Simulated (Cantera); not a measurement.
Input: 1 mol B, 8.3 mol O2, 5.5 mol H2, held at 1700 K and 0.100 bar.

Equilibrium computed with Cantera from the NASA thermochemical tables; the gas is ideal and each condensed phase is pure. Candidate condensed phases: B, B2O3, B3O3H3, H2O; 23 gas species. Kinetics and transport are ignored.

Base state: H2O 0.463, O2 0.444, HBO2 0.0900, OH 0.00168, B2O3 0.00105, BO2 0.000398, O 9.42e-5, H2 4.42e-5 (mole fractions); condensed: gas only.

What changes in the equilibrium state with this change: temperature from 1700 K to 1648 K?


```tsv
species	before	after
H2O	0.463	0.463
O2	0.444	0.444
HBO2	0.0900	0.0903
OH	0.00168	0.00117
(HBO2)3	1.44e-5	4.82e-5
O	9.42e-5	5.33e-5
H2	4.42e-5	2.52e-5
BO2	0.000398	0.000278
B2O3	0.00105	0.000940
```
Gases not in the tables: H3BO3.
